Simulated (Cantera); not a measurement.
An adiabatic, constant-volume homogeneous reactor starts with 35.3 % H2, 13.6 % O2, 51.1 % N2, at 1123 K and 0.533 atm.

Model: the H2/O2 subset of GRI-Mech 3.0, which has no nitrogen chemistry, integrated in Cantera.

Predict: time of steepest temperature rise; temperature at 6.00 s; equilibrium temperature; x(H2) at 6.00 s; x(O2) at 6.00 s; x(H2O2) at 6.00 s; x(OH) at 6.00 s; x(HO2) at 6.00 s; x(H) at 6.00 s; x(O) at 6.00 s.

time of steepest temperature rise: 0.129 ms
temperature at 6.00 s: 2896 K
equilibrium temperature: 2896 K
x(H2) at 6.00 s: 0.102 (gas-phase equilibrium 0.102)
x(O2) at 6.00 s: 0.00514 (gas-phase equilibrium 0.00514)
x(H2O2) at 6.00 s: 3.09e-7 (gas-phase equilibrium 3.09e-7)
x(OH) at 6.00 s: 0.0254 (gas-phase equilibrium 0.0254)
x(HO2) at 6.00 s: 3.68e-6 (gas-phase equilibrium 3.68e-6)
x(H) at 6.00 s: 0.0326 (gas-phase equilibrium 0.0326)
x(O) at 6.00 s: 0.00504 (gas-phase equilibrium 0.00504)
